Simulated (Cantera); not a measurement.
Feed: 1 mol Si3N4, 1.9 mol Cl2, 98 mol H2, held at 0.100 bar.

Equilibrium computed with Cantera from the NASA thermochemical tables; the gas is ideal and each condensed phase is pure. Candidate condensed phases: NH4Cl, Si, Si3N4; 28 gas species. Equilibrium is a limit: real reactors are often held back by kinetics, nucleation or transport. All values below are at 875 K.

Base state: H2 0.962, HCl 0.0372, SiCl4 0.000195, N2 0.000137, SiHCl3 1.10e-5 (mole fractions); condensed: Si3N4(s).

Question: What changes in the equilibrium state with this change: 0.32 mol O2 added?

Answer: 
```csv
species,before,after
H2,0.962,0.960
HCl,0.0372,0.0378
N2,0.000137,0.00215
SiCl4,0.000195,3.33e-5
SiHCl3,1.10e-5,1.85e-6
"Si3N4(s), mol",0.993,0.572
"Si2N2O(s), mol",0,0.640
```
Further candidate phases: H2O, SiO2, Si2N2O.
